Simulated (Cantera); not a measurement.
An adiabatic, constant-volume homogeneous reactor starts with CH4 : C2H6 : C3H8 : O2 : N2 = 1 : 0.1 : 1.2 : 16.7 : 62.8 (molar parts), at 1225 K and 0.987 atm. Integrator tolerance rtol = 1e-08.

Detailed kinetics in Cantera: GRI-Mech 3.0 (53 species, 325 reactions). GRI-Mech 3.0 was tuned for natural gas; its chemistry of propane as a main component is partial and can be far from experiment.

Problem. What does this change do: 0.23 parts H2 added?

Solution. 
```csv
quantity,before,after
time of steepest temperature rise,3.11 ms,2.73 ms
temperature at 1.00 s,2451 K,2463 K
equilibrium temperature,2451 K,2463 K
x(CH4) at 1.00 s,<1e-12 (gas-phase equilibrium <1e-12),<1e-12 (gas-phase equilibrium <1e-12)
x(C2H6) at 1.00 s,<1e-12 (gas-phase equilibrium <1e-12),<1e-12 (gas-phase equilibrium <1e-12)
x(C3H8) at 1.00 s,<1e-12 (gas-phase equilibrium <1e-12),<1e-12 (gas-phase equilibrium <1e-12)
x(C2H4) at 1.00 s,<1e-12 (gas-phase equilibrium <1e-12),<1e-12 (gas-phase equilibrium <1e-12)
x(CO2) at 1.00 s,0.0539 (gas-phase equilibrium 0.0539),0.0536 (gas-phase equilibrium 0.0536)
```

Problem. What does this change do: initial temperature 1225 to 1125 K?

Solution. 
```json
[
 {"quantity": "time of steepest temperature rise", "before": "3.11 ms", "after": "22.9 ms"},
 {"quantity": "temperature at 1.00 s", "before": "2451 K", "after": "2391 K"},
 {"quantity": "equilibrium temperature", "before": "2451 K", "after": "2391 K"},
 {"quantity": "x(CH4) at 1.00 s", "before": "<1e-12 (gas-phase equilibrium <1e-12)", "after": "<1e-12 (gas-phase equilibrium <1e-12)"},
 {"quantity": "x(C2H6) at 1.00 s", "before": "<1e-12 (gas-phase equilibrium <1e-12)", "after": "<1e-12 (gas-phase equilibrium <1e-12)"},
 {"quantity": "x(C3H8) at 1.00 s", "before": "<1e-12 (gas-phase equilibrium <1e-12)", "after": "<1e-12 (gas-phase equilibrium <1e-12)"},
 {"quantity": "x(C2H4) at 1.00 s", "before": "<1e-12 (gas-phase equilibrium <1e-12)", "after": "<1e-12 (gas-phase equilibrium <1e-12)"},
 {"quantity": "x(CO2) at 1.00 s", "before": "0.0539 (gas-phase equilibrium 0.0539)", "after": "0.0551 (gas-phase equilibrium 0.0551)"}
]
```
